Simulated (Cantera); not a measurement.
Thermodynamics of thermal oxidation and active oxidation of silicon, feed Si + N2O + N2

Feed: 1 mol Si, 0.01 mol N2O, 2 mol N2, equilibrated at 1925 K.

Equilibrium computed with Cantera from the NASA thermochemical tables; the gas is ideal and each condensed phase is pure. Candidate condensed phases: Si, SiO2, Si2N2O, Si3N4; 16 gas species. Mutual solubility and eutectic melting of coexisting phases are not modelled. The tables' values for SiN are old estimates; treat these amounts as uncertain. The numbers say what is thermodynamically allowed, not how fast it happens.

```
P (Pa)    x N2      x Si     x SiO     x Si2  n Si(l)  n Si3N4(s)  n Si2N2O(s)
-------  -----  --------  --------  --------  -------  ----------  -----------
0.100    0.668     0.329   0.00332   5.33e-5        0           0            0
0.750    0.668     0.328   0.00332  0.000398        0           0            0
5.60     0.681     0.311   0.00339   0.00267   0.0463           0            0
42       0.953    0.0414   0.00474  0.000356    0.899           0            0
320      0.989   0.00544   0.00492   4.67e-5    0.978           0            0
2400     0.994  0.000725   0.00495   6.23e-6    0.988           0            0
18000    0.993   4.62e-5   0.00735   1.90e-7        0       0.330            0
130000   0.999   1.70e-6  0.000566   1.86e-9        0       0.327      0.00924
1000000  1.000   5.68e-8   3.73e-5  1.59e-11        0       0.327      0.00995
```
x: gas mole fraction; n: condensed amount in mol.

From 1.00e-6 bar to 7.50e-6 bar nothing is condensed. From 5.60e-5 bar to 0.0240 bar the condensed part is Si(l). At 0.180 bar the condensed part is Si3N4(s). From 1.30 bar to 10.0 bar the condensed part is Si2N2O(s) + Si3N4(s). The main Si-bearing gas is Si at 1.00e-6 bar and SiO at 10.0 bar.
